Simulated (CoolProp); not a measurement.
Saturation properties of octamethylcyclotetrasiloxane (D4) (Tc = 313.4 °C, pc = 1.347 MPa, ω = 0.598).

Model: reference Helmholtz-energy equation of state, Thol 2015, in CoolProp.

| T (°C) | p (MPa) | liquid density (kg/m³) | vapour density (kg/m³) | enthalpy of vaporisation (kJ/kg) | liquid cp (kJ/(kg K)) | surface tension (mN/m) |
|---|---|---|---|---|---|---|
| 97.15 | 0.007763 | 866.6 | 0.7564 | 159.7 | 1.810 | 12.7 |
| 101.35 | 0.009238 | 861.5 | 0.8914 | 158.2 | 1.819 | 12.4 |
| 105.65 | 0.01098 | 856.3 | 1.049 | 156.7 | 1.828 | 12.1 |
| 109.95 | 0.01299 | 851.0 | 1.230 | 155.2 | 1.838 | 11.8 |
| 114.15 | 0.01522 | 845.9 | 1.429 | 153.7 | 1.848 | 11.5 |
| 118.45 | 0.01783 | 840.6 | 1.659 | 152.1 | 1.857 | 11.2 |
| 122.65 | 0.02072 | 835.3 | 1.913 | 150.7 | 1.867 | 10.9 |
| 126.95 | 0.02405 | 829.9 | 2.203 | 149.1 | 1.877 | 10.6 |

It boils at 175.7 °C under 1 atm.

Surface tension comes from a separate correlation (Mulero 2014), older than this fluid's equation and unchecked against measurements.
